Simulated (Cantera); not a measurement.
Mixture: H2 : O2 : N2 : H2O = 1 : 0.806 : 3.03 : 1 (molar parts), equivalence ratio 0.62, at 26.6 atm, adiabatic and at constant volume. Ignition delay is the time to a rise of 400 K.

Cantera simulation using GRI-Mech 3.0 (53 species, 325 reactions); the numbers are that mechanism's predictions, not measurements. The hydrogen kinetics of GRI-Mech 3.0 are dated; newer H2 mechanisms differ, most at raised pressure. The pressure lies above the range GRI-Mech 3.0 was tuned for (to about 10 atm).

What does this change do: pressure from 26.6 atm to 0.405 atm?


```csv
quantity,before,after
delay at 1248 K,0.108 ms,0.119 ms
delay at 1298 K,54.9 µs,99.8 µs
delay at 1348 K,28.5 µs,87.2 µs
delay at 1398 K,15.0 µs,79.0 µs
delay at 1448 K,7.89 µs,74.0 µs
delay at 1498 K,4.19 µs,71.3 µs
delay at 1548 K,2.28 µs,70.5 µs
```
Where the delays flatten at high temperature, the 400 K rule measures the pace of heat release, not the induction time.
